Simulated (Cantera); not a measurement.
Input: 1 mol SO2, 3.6 mol O2, 0.18 mol H2, at 1125 K and 0.0133 bar.

Cantera equilibrium calculation (NASA polynomials, part measured and part estimated; ideal gas, pure solids and liquids). Candidate condensed phases: H2O, H2SO4, S; 19 gas species. Equilibrium is a limit: real reactors are often held back by kinetics, nucleation or transport.

Base state: O2 0.747, SO2 0.204, H2O 0.0386, SO3 0.0100 (mole fractions); condensed: gas only.

Task: What changes in the equilibrium state with this change: H2 from 0.18 to 0.4 mol?

Result: 
| species | before | after |
|---|---|---|
| O2 | 0.747 | 0.707 |
| SO2 | 0.204 | 0.200 |
| H2O | 0.0386 | 0.0837 |
| SO3 | 0.0100 | 0.00953 |
